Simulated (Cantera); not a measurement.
**Thermodynamics of iron carbonyl, mercury and lead vapours, feed PbO + H2 + N2**

A closed system holds: 1 mol PbO, 4 mol H2, 13 mol N2, equilibrated at 0.00133 bar.

Cantera equilibrium calculation (NASA polynomials, part measured and part estimated; ideal gas, pure solids and liquids). Candidate condensed phases: H2O, Pb, PbO, PbO2, Pb3O4; 27 gas species. The numbers say what is thermodynamically allowed, not how fast it happens.

```tsv
T (K)	x N2	x H2	x H2O	x Pb	x H	n Pb(l)
723	0.765	0.176	0.0588	2.32e-6	<1e-12	1.000
798	0.765	0.176	0.0588	4.30e-5	3.07e-11	0.999
873	0.764	0.176	0.0588	0.000477	5.38e-10	0.992
948	0.762	0.176	0.0586	0.00359	6.02e-9	0.939
1023	0.749	0.173	0.0576	0.0200	4.72e-8	0.653
1098	0.722	0.167	0.0556	0.0556	2.77e-7	0
1173	0.722	0.167	0.0556	0.0556	1.32e-6	0
1248	0.722	0.167	0.0556	0.0556	5.22e-6	0
1323	0.722	0.167	0.0556	0.0556	1.77e-5	0
1398	0.722	0.167	0.0556	0.0556	5.29e-5	0
1473	0.722	0.167	0.0555	0.0555	0.000141	0
```
x: gas mole fraction; n: condensed amount in mol.

From 723 K to 1023 K the condensed part is Pb(l). From 1098 K to 1473 K nothing is condensed. The main Pb-bearing gas is Pb throughout.
